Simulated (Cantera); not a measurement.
A closed system holds: 1 mol Al₂O₃, 220 mol H₂, at 10.0 mbar.

These are equilibrium values from Cantera (NASA tables, ideal gas, pure condensed phases), not measurements of a reactor. Candidate condensed phases: Al, Al₂O₃, H₂O; 19 gas species. The numbers say what is thermodynamically allowed, not how fast it happens.

Task: What share of the Al ends up in condensed phases as a function of T (K), at 1500, 1550, 1600, 1650, 1700, 1750, 1800, 1850, 1900, 1950, 2000, 2050, 2100, 2150?

Result: 
| T (K) | Al condensed (%) | as |
|---|---|---|
| 1500 | 100.0 | Al₂O₃(s) |
| 1550 | 100.0 | Al₂O₃(s) |
| 1600 | 100.0 | Al₂O₃(s) |
| 1650 | 99.9 | Al₂O₃(s) |
| 1700 | 99.8 | Al₂O₃(s) |
| 1750 | 99.7 | Al₂O₃(s) |
| 1800 | 99.4 | Al₂O₃(s) |
| 1850 | 99.0 | Al₂O₃(s) |
| 1900 | 98.2 | Al₂O₃(s) |
| 1950 | 97.1 | Al₂O₃(s) |
| 2000 | 95.2 | Al₂O₃(s) |
| 2050 | 92.4 | Al₂O₃(s) |
| 2100 | 88.2 | Al₂O₃(s) |
| 2150 | 82.0 | Al₂O₃(s) |
